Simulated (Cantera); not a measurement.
A perfectly stirred reactor is fed with 4.49 % C3H8, 18.7 % O2, 76.8 % N2, equivalence ratio 1.2, at 743 Torr; it is adiabatic with a 323 K inlet, and is followed from long to short residence time, starting on the burning branch (τ in s: 0.1, 0.049, 0.023, 0.011, 0.0053, 0.0025, 0.0012, 0.00057, 0.00027, 0.00013, 6.1e-05).

Detailed kinetics in Cantera: GRI-Mech 3.0 (53 species, 325 reactions). GRI-Mech 3.0 was tuned for natural gas; its chemistry of propane as a main component is partial and can be far from experiment.

x: mole fraction; the columns are a selection and need not sum to one.

```tsv
τ (s)	T (K)	x C3H8	x O2	x O	x H	x HO2	x C2H
0.10	2110	2.72e-7	0.000368	9.64e-5	0.00172	1.11e-7	2.20e-8
0.049	2100	(withheld)	(withheld)	(withheld)	(withheld)	(withheld)	(withheld)
0.023	2086	8.63e-7	0.000949	0.000256	0.00293	3.05e-7	5.27e-8
0.011	2069	(withheld)	(withheld)	(withheld)	(withheld)	(withheld)	(withheld)
0.0053	2047	2.69e-6	0.00219	0.000606	0.00484	7.27e-7	1.21e-7
0.0025	2020	4.93e-6	0.00317	0.000868	0.00608	1.08e-6	1.86e-7
0.0012	1989	9.18e-6	0.00443	0.00115	0.00733	1.58e-6	2.90e-7
0.00057	1954	1.82e-5	0.00620	0.00141	0.00840	2.41e-6	4.72e-7
0.00027	1911	3.94e-5	0.00916	0.00156	0.00888	4.19e-6	8.02e-7
0.00013	1833	0.000106	0.0160	0.00140	0.00787	1.07e-5	1.33e-6
6.1e-5	323	0.0449	0.187	<1e-12	<1e-12	<1e-12	<1e-12
```

### Question
What belongs in the gaps?

### Answer

- 0.049, x C3H8: 4.79e-7
- 0.049, x O2: 0.000588
- 0.049, x O: 0.000156
- 0.049, x H: 0.00223
- 0.049, x HO2: 1.85e-7
- 0.049, x C2H: 3.39e-8
- 0.011, x C3H8: 1.53e-6
- 0.011, x O2: 0.00147
- 0.011, x O: 0.000404
- 0.011, x H: 0.00380
- 0.011, x HO2: 4.80e-7
- 0.011, x C2H: 8.02e-8
